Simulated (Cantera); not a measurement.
# Equilibrium for boron, boron nitride and boron oxide: BF3 + NH3 + N2 + H2O

Charge: 1 mol BF3, 2.9 mol NH3, 130 mol N2, 1.2 mol H2O, held at 1075 °C and 64.0 Pa.

Method: chemical equilibrium by Gibbs-energy minimisation in Cantera with the NASA 1993 tables (ideal gas, pure condensed phases). Candidate condensed phases: B, BN, B2O3, B3O3H3, H2O; 62 gas species. Rates play no part.

| Quantity | Value |
|---|---|
| x(N2) | 0.946 |
| x(H2) | 0.0313 |
| x(HF) | 0.0145 |
| x(BOF) | 0.00694 |
| x(H2O) | 0.00130 |
| x(HBO2) | 0.000196 |
| x(BF3) | 5.38e-5 |
| x(H) | 1.62e-5 |
| gas amount | 139.0 mol |
| log10 activity of B(s) (absent) | -7.75 |
| log10 activity of B3O3H3(s) (absent) | -24.07 |
